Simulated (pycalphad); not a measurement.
**Effect of Si content in V-Si**

CALPHAD calculation (pycalphad, COST 507 light-alloy database (1999)), 1 atm. The database dates from 1999; later assessments differ in places, in temperatures and in the compounds included. Amounts are mole fractions of atoms. Kinetics are ignored, which matters at the lower temperatures.

```
alloy            liquidus (°C)  first solid  solidus (°C)        phases at 277 °C
---------------  -------------  -----------  ------------  ----------------------
V-0.42Si (at.%)           1907       BCC_A2          1906  BCC_A2 0.98, SIV3 0.02
V-0.83Si (at.%)           1905       BCC_A2          1902  BCC_A2 0.97, SIV3 0.03
V-1.24Si (at.%)     (withheld)       BCC_A2    (withheld)              (withheld)
V-1.66Si (at.%)           1899       BCC_A2          1894  BCC_A2 0.93, SIV3 0.07
```

Fill in the missing entries.


- V-1.24Si (at.%), liquidus (°C): 1902
- V-1.24Si (at.%), solidus (°C): 1898
- V-1.24Si (at.%), phases at 277 °C: BCC_A2 0.95, SIV3 0.05

Database names, with the compositions (at.%) that they take in these runs: SIV3: V 75-79 Si 21-25. BCC_A2 is bcc.
